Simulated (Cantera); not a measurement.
## Thermodynamics of chlorosilane synthesis and conversion, feed Si + HCl + H2

Feed: 1 mol Si, 0.6 mol HCl, 11 mol H2, equilibrated at 2700000 Pa.

Method: chemical equilibrium by Gibbs-energy minimisation in Cantera with the NASA 1993 tables (ideal gas, pure condensed phases). Candidate condensed phases: Si; 19 gas species. The tables' values for SiCl3 are old estimates; treat these amounts as uncertain. Gases not in the tables: Si2H6 and higher silanes. The numbers say what is thermodynamically allowed, not how fast it happens.

| T (K) | x H2 | x HCl | x SiHCl3 | x SiH2Cl2 | x SiCl4 | x SiCl2 | n Si(s) |
|---|---|---|---|---|---|---|---|
| 800 | 0.982 | 0.000266 | 0.0110 | 0.00297 | 0.00330 | 7.39e-8 | 0.801 |
| 850 | 0.982 | 0.000500 | 0.0108 | 0.00310 | 0.00332 | 3.02e-7 | 0.801 |
| 900 | 0.982 | 0.000873 | 0.0106 | 0.00321 | 0.00332 | 1.05e-6 | 0.802 |
| 950 | 0.981 | 0.00143 | 0.0104 | 0.00330 | 0.00330 | 3.20e-6 | 0.803 |
| 1000 | 0.981 | 0.00223 | 0.0101 | 0.00336 | 0.00325 | 8.63e-6 | 0.806 |
| 1050 | 0.980 | 0.00332 | 0.00974 | 0.00340 | 0.00318 | 2.10e-5 | 0.809 |
| 1100 | 0.979 | 0.00474 | 0.00934 | 0.00341 | 0.00307 | 4.68e-5 | 0.814 |
| 1150 | 0.978 | 0.00653 | 0.00886 | 0.00338 | 0.00291 | 9.59e-5 | 0.820 |
| 1200 | 0.976 | 0.00869 | 0.00829 | 0.00331 | 0.00271 | 0.000183 | 0.827 |
| 1250 | 0.974 | 0.0112 | 0.00763 | 0.00321 | 0.00247 | 0.000325 | 0.836 |
| 1300 | 0.972 | 0.0141 | 0.00688 | 0.00305 | 0.00219 | 0.000544 | 0.845 |
| 1350 | 0.970 | 0.0172 | 0.00605 | 0.00286 | 0.00187 | 0.000854 | 0.855 |
| 1400 | 0.968 | 0.0204 | 0.00518 | 0.00262 | 0.00154 | 0.00127 | 0.866 |
x: gas mole fraction; n: condensed amount in mol.

From 800 K to 1400 K the condensed part is Si(s). The main Si-bearing gas is SiHCl3 throughout.
